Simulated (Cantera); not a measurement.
Charge: 1 mol Al, 4.7 mol HCl, 0.41 mol N2.

These are equilibrium values from Cantera (NASA tables, ideal gas, pure condensed phases), not measurements of a reactor. Candidate condensed phases: Al, AlCl3, AlN, NH4Cl; 20 gas species. The tables' values for AlCl2 are old estimates. Rates play no part.

Question: What condenses at these points (T in K, P in Pa): (700, 32000); (400, 1000); (1200, 1000); (900, 100000); (400, 10000); (1100, 1000)?

Answer: 
| T (K) | P in Pa | condensed phases | Al condensed (%) |
|---|---|---|---|
| 700 | 32000 | gas only | 0.0 |
| 400 | 1000 | NH4Cl | 0.0 |
| 1200 | 1000 | gas only | 0.0 |
| 900 | 100000 | gas only | 0.0 |
| 400 | 10000 | AlCl3 + NH4Cl | 48.9 |
| 1100 | 1000 | gas only | 0.0 |
